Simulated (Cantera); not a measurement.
An isothermal, constant-pressure homogeneous reactor starts with CH₄ : H₂ = 0.0057 : 1 (molar parts), at 1673 K and 0.0592 atm. Integrator tolerance rtol = 1e-08.

Detailed kinetics in Cantera: GRI-Mech 3.0 (53 species, 325 reactions). GRI-Mech 3.0 stops at C3 and has no aromatics, soot or wall deposition, so with more carbon than oxygen in the feed, carbon stays in small species such as C2H2 where larger ones or solid carbon would form.

Task: What does this change do: H2 1 to 0.24 parts?

Result: 
```csv
quantity,before,after
x(CH₄) at 2.00 s,0.00374 (gas-phase equilibrium 0.000482),0.00768 (gas-phase equilibrium 0.000977)
x(H₂) at 2.00 s,0.995 (gas-phase equilibrium 0.996),0.984 (gas-phase equilibrium 0.988)
x(C₂H₄) at 2.00 s,4.22e-6 (gas-phase equilibrium 9.18e-6),3.03e-5 (gas-phase equilibrium 3.83e-5)
x(CH₂) at 2.00 s,1.61e-8 (gas-phase equilibrium 2.16e-9),3.20e-8 (gas-phase equilibrium 4.42e-9)
x(H) at 2.00 s,0.000459 (gas-phase equilibrium 0.000467),0.000450 (gas-phase equilibrium 0.000465)
x(C₂H₂) at 2.00 s,0.000934 (gas-phase equilibrium 0.00257),0.00752 (gas-phase equilibrium 0.0108)
x(C₂H₆) at 2.00 s,4.82e-8 (gas-phase equilibrium 1.46e-9),2.01e-7 (gas-phase equilibrium 6.03e-9)
```
